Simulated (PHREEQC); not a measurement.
Model water analysis in mmol/kgw, 36 °C, pH 5.95, pe 9.9:

```json
[
 {"constituent": "Na", "mmol/kgw": "0.0515"},
 {"constituent": "K", "mmol/kgw": "0.018"},
 {"constituent": "Ca", "mmol/kgw": "0.0509"},
 {"constituent": "Mg", "mmol/kgw": "0.0144"},
 {"constituent": "Cl", "mmol/kgw": "0.05"},
 {"constituent": "S(6)", "mmol/kgw": "0.0472"},
 {"constituent": "Alkalinity (meq/kgw)", "mmol/kgw": "0.0565"},
 {"constituent": "F", "mmol/kgw": "0.000278"},
 {"constituent": "Li", "mmol/kgw": "0.00499"},
 {"constituent": "Cd", "mmol/kgw": "4.21e-05"},
 {"constituent": "Cu(2)", "mmol/kgw": "0.000857"}
]
```

Valence states are taken as typed.

Computed with PHREEQC (ion-association model, phreeqc.dat).

Each row changes one thing in this solution. No solid was allowed to form.

```json
[
 {"case": "as made", "CO2 (mol/kgw)": "0.000128", "CaSO4 (mol/kgw)": "3.84e-7", "MgSO4 (mol/kgw)": "1.73e-7", "CaHCO3+ (mol/kgw)": "3.90e-8", "Cu(OH)2 (mol/kgw)": "1.22e-8", "CuCO3 (mol/kgw)": "1.13e-8", "SI of Otavite (CdCO3)": "-3.86", "SI of Gypsum (CaSO4:2H2O)": "-4.11"},
 {"case": "pH from 5.95 to 5.65 at the same alkalinity", "CO2 (mol/kgw)": "0.000261", "CaSO4 (mol/kgw)": "3.84e-7", "MgSO4 (mol/kgw)": "1.73e-7", "CaHCO3+ (mol/kgw)": "3.98e-8", "Cu(OH)2 (mol/kgw)": "3.13e-9", "CuCO3 (mol/kgw)": "5.88e-9", "SI of Otavite (CdCO3)": "-4.16", "SI of Gypsum (CaSO4:2H2O)": "-4.11"},
 {"case": "Cl from 0.05 to 0.15 mmol/kgw", "CO2 (mol/kgw)": "0.000128", "CaSO4 (mol/kgw)": "3.79e-7", "MgSO4 (mol/kgw)": "1.71e-7", "CaHCO3+ (mol/kgw)": "3.87e-8", "Cu(OH)2 (mol/kgw)": "1.21e-8", "CuCO3 (mol/kgw)": "1.12e-8", "SI of Otavite (CdCO3)": "-3.87", "SI of Gypsum (CaSO4:2H2O)": "-4.11"},
 {"case": "pH from 5.95 to 6.25 at the same alkalinity", "CO2 (mol/kgw)": "6.35e-5", "CaSO4 (mol/kgw)": "3.84e-7", "MgSO4 (mol/kgw)": "1.73e-7", "CaHCO3+ (mol/kgw)": "3.85e-8", "Cu(OH)2 (mol/kgw)": "…", "CuCO3 (mol/kgw)": "…", "SI of Otavite (CdCO3)": "-3.57", "SI of Gypsum (CaSO4:2H2O)": "-4.11"},
 {"case": "temperature from 36 to 60 °C at the same typed pH", "CO2 (mol/kgw)": "0.000123", "CaSO4 (mol/kgw)": "4.43e-7", "MgSO4 (mol/kgw)": "…", "CaHCO3+ (mol/kgw)": "4.50e-8", "Cu(OH)2 (mol/kgw)": "1.21e-8", "CuCO3 (mol/kgw)": "1.41e-8", "SI of Otavite (CdCO3)": "-3.77", "SI of Gypsum (CaSO4:2H2O)": "-4.05"}
]
```

**Question.** Fill in the missing entries.

**Answer.** 
- pH from 5.95 to 6.25 at the same alkalinity, Cu(OH)2 (mol/kgw): 4.57e-8
- pH from 5.95 to 6.25 at the same alkalinity, CuCO3 (mol/kgw): 2.09e-8
- temperature from 36 to 60 °C at the same typed pH, MgSO4 (mol/kgw): 2.89e-7

Complexes and solids missing from the database can't appear. Away from 25 °C the constants follow the database's enthalpies or fits; those with neither stay at their 25 °C values.
